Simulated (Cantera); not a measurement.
Cantera run, input and output.

```python
import numpy as np
import cantera as ct

gas = ct.Solution("h2o2.yaml")
gas.TPX = 1250, 44000, {'H2': 0.88, 'O2': 1, 'N2': 5.4}
reactor = ct.IdealGasConstPressureReactor(gas, energy="off", clone=False)
net = ct.ReactorNet([reactor])
net.rtol, net.atol = 1e-08, 1e-18
show = ['H2', 'O2', 'HO2', 'OH', 'O', 'H', 'H2O']
times = np.geomspace(0.0005, 3, 9)

steps = ct.SolutionArray(gas, extra=["t"])
rows = []
print(f"{'t/s':>10s}{'T/K':>9s}{'P/Pa':>11s}" + "".join(f"{s:>11s}" for s in show))
for t in times:
    while net.time < t:
        t_next = net.step()
        steps.append(gas.state, t=t_next)
    rows.append([np.interp(t, steps.t, y) for y in (steps.T, steps.P, *steps(*show).X.T)])
    print(f"{t:10.3e}{rows[-1][0]:9.1f}{rows[-1][1]:11.4g}" + "".join(f"{x:11.3e}" for x in rows[-1][2:]))
rate = np.gradient(steps.T, steps.t)
print("integrator steps:", len(steps.t))
if steps.T.max() > steps.T[0] + 200:
    print(f"time of steepest temperature rise: {steps.t[rate.argmax()]:.4e} s")
gas.TPX = 1250, 44000, {'H2': 0.88, 'O2': 1, 'N2': 5.4}
gas.equilibrate("TP")
print(f"equilibrium (TP): T = {gas.T:.1f} K  " + "  ".join(f"{s} {gas[s].X[0]:.3e}" for s in show))
```

Result:

```
       t/s      T/K       P/Pa         H2         O2        HO2         OH          O          H        H2O
 5.000e-04   1250.0    4.4e+04  1.187e-03  8.166e-02  2.016e-05  1.187e-03  1.004e-03  6.680e-04  1.263e-01
 1.483e-03   1250.0    4.4e+04  1.010e-04  8.179e-02  5.011e-06  3.151e-04  7.676e-05  1.383e-05  1.284e-01
 4.401e-03   1250.0    4.4e+04  1.083e-05  8.184e-02  8.311e-07  1.153e-04  9.857e-06  6.235e-07  1.286e-01
 1.305e-02   1250.0    4.4e+04  1.731e-06  8.186e-02  1.735e-07  5.191e-05  1.983e-06  5.413e-08  1.286e-01
 3.873e-02   1250.0    4.4e+04  4.014e-07  8.186e-02  4.703e-08  2.655e-05  5.209e-07  7.157e-09  1.286e-01
 1.149e-01   1250.0    4.4e+04  1.165e-07  8.187e-02  1.721e-08  1.466e-05  1.594e-07  1.213e-09  1.286e-01
 3.409e-01   1250.0    4.4e+04  4.207e-08  8.187e-02  1.077e-08  8.788e-06  5.749e-08  2.721e-10  1.287e-01
 1.011e+00   1250.0    4.4e+04  2.490e-08  8.187e-02  1.038e-08  6.568e-06  3.219e-08  1.229e-10  1.287e-01
 3.000e+00   1250.0    4.4e+04  2.354e-08  8.187e-02  1.042e-08  6.345e-06  3.006e-08  1.126e-10  1.287e-01
integrator steps: 1795
equilibrium (TP): T = 1250.0 K  H2 2.354e-08  O2 8.187e-02  HO2 1.042e-08  OH 6.345e-06  O 3.005e-08  H 1.125e-10  H2O 1.287e-01
```

Computed with Cantera and the H2/O2 subset of GRI-Mech 3.0, which has no nitrogen chemistry. The temperature is held fixed by assumption; the heat of reaction is taken as removed at once.
